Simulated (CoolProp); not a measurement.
Vapour-liquid equilibrium of m-xylene (1) + n-undecane (2) at 155.35 °C; x and y are mole fractions of (1).

The numbers come from the multi-fluid Helmholtz-energy mixture model, Zhou 2012 and Aleksandrov 2011; pair parameters Bell 2016 in CoolProp.

Give the bubble pressure and the first vapour's composition at x = 0.05, 0.5, 0.65. Is there an azeotrope?

x = 0.05: 38.98 kPa, y = 0.181; x = 0.5: 90.55 kPa, y = 0.808; x = 0.65: 109.0 kPa, y = 0.888. No azeotrope shows between x = 0.05 and 0.95.

The pair parameters rest on a limited set of measurements; away from them the model extrapolates.
